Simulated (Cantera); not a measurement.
Mixture: CH4 : CO : O2 : N2 = 1 : 0.45 : 2.62 : 15.7 (molar parts), at 42000 Pa, adiabatic and at constant volume. Ignition delay is the time to a rise of 400 K.

Cantera simulation using GRI-Mech 3.0 (53 species, 325 reactions); the numbers are that mechanism's predictions, not measurements.

Problem. Predict: delay at 1023 K; delay at 1123 K; delay at 1223 K; delay at 1323 K; delay at 1423 K; apparent activation energy between 1373 and 1473 K.

Solution. 
- delay at 1023 K = 3.09 s
- delay at 1123 K = 0.491 s
- delay at 1223 K = 95.9 ms
- delay at 1323 K = 22.6 ms
- delay at 1423 K = 6.56 ms
- apparent activation energy between 1373 and 1473 K = 190 kJ/mol
